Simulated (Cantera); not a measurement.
Hydrogen reduction and annealing atmospheres: CuO + H₂

Charge: 1 mol CuO, 1 mol H₂, held at 75.0 Torr.

These are equilibrium values from Cantera (NASA tables, ideal gas, pure condensed phases), not measurements of a reactor. Candidate condensed phases: Cu, CuO, Cu(OH)₂, Cu₂O, H₂O; 12 gas species. Mutual solubility and eutectic melting of coexisting phases are not modelled. Rates play no part.

```tsv
T (K)	x H₂O	x Cu	x H₂	x O₂	x OH	x H	x Cu₂	n Cu(s)	n Cu₂O(s)	n Cu(l)
975	1.000	5.58e-11	6.67e-6	3.73e-10	2.54e-9	9.34e-12	<1e-12	1.000	0	0
1075	1.000	2.55e-9	1.68e-5	1.74e-8	4.29e-8	1.90e-10	<1e-12	1.000	0	0
1175	1.000	6.05e-8	3.65e-5	4.18e-7	4.47e-7	2.34e-9	1.28e-12	1.000	0	0
1275	1.000	8.66e-7	7.11e-5	6.03e-6	3.22e-6	1.97e-8	5.54e-11	1.000	5.75e-5	0
1375	1.000	8.23e-6	0.000126	5.88e-5	1.74e-5	1.22e-7	1.33e-9	0	0	1.000
1475	0.999	5.36e-5	0.000341	0.000156	5.82e-5	7.57e-7	1.78e-8	0	0	1.000
1575	0.998	0.000273	0.000813	0.000365	0.000167	3.75e-6	1.70e-7	0	0	1.000
1675	0.996	0.00114	0.00175	0.000771	0.000423	1.54e-5	1.22e-6	0	0	0.999
1775	0.990	0.00404	0.00345	0.00149	0.000961	5.38e-5	6.94e-6	0	0	0.996
1875	0.976	0.0124	0.00630	0.00266	0.00199	0.000165	3.25e-5	0	0	0.987
1975	0.946	0.0340	0.0107	0.00443	0.00377	0.000448	0.000129	0	0	0.964
2075	0.883	0.0842	0.0169	0.00681	0.00654	0.00109	0.000445	0	0	0.906
```
x: gas mole fraction; n: condensed amount in mol.

From 975 K to 1175 K the condensed part is Cu(s). At 1275 K the condensed part is Cu(s) + Cu₂O(s). From 1375 K to 2075 K the condensed part is Cu(l).
